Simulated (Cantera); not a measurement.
A perfectly stirred reactor is fed with N₂O : H₂ : N₂ = 1 : 0.0045 : 1.9 (molar parts), at 1.00 bar; it is held at 1600 K, and followed from long to short residence time.

Cantera simulation using GRI-Mech 3.0 (53 species, 325 reactions); the numbers are that mechanism's predictions, not measurements. GRI-Mech 3.0 was tuned for natural gas; its chemistry of N2O as a main component is partial and can be far from experiment. The temperature is held fixed by assumption; the heat of reaction is taken as removed at once.

**Question.** What does this change do: 0.034 parts H2O added?

**Answer.** 
| quantity | before | after |
|---|---|---|
| x(N₂O) at τ = 1.00 s | 0.00291 | 0.00271 |
| x(H₂) at τ = 1.00 s | 7.41e-7 | 1.22e-6 |
| x(OH) at τ = 1.00 s | 4.18e-5 | 0.000120 |
| x(HO₂) at τ = 1.00 s | 1.07e-7 | 2.79e-7 |
| x(N₂) at τ = 1.00 s | 0.838 | 0.831 |
| x(N₂O) at τ = 81.0 ms | 0.0267 | 0.0248 |
| x(H₂) at τ = 81.0 ms | 4.47e-6 | 4.10e-6 |
| x(OH) at τ = 81.0 ms | 6.76e-5 | 0.000190 |
| x(HO₂) at τ = 81.0 ms | 2.20e-7 | 5.77e-7 |
| x(N₂) at τ = 81.0 ms | 0.813 | 0.808 |

**Question.** What does this change do: temperature 1600 to 1525 K?

**Answer.** 
```
quantity                before    after
---------------------  -------  -------
x(N₂O) at τ = 1.00 s   0.00291  0.00636
x(H₂) at τ = 1.00 s    7.41e-7  1.07e-6
x(OH) at τ = 1.00 s    4.18e-5  2.96e-5
x(HO₂) at τ = 1.00 s   1.07e-7  8.65e-8
x(N₂) at τ = 1.00 s      0.838    0.836
x(N₂O) at τ = 81.0 ms   0.0267   0.0528
x(H₂) at τ = 81.0 ms   4.47e-6  7.09e-6
x(OH) at τ = 81.0 ms   6.76e-5  4.82e-5
x(HO₂) at τ = 81.0 ms  2.20e-7  1.86e-7
x(N₂) at τ = 81.0 ms     0.813    0.800
```
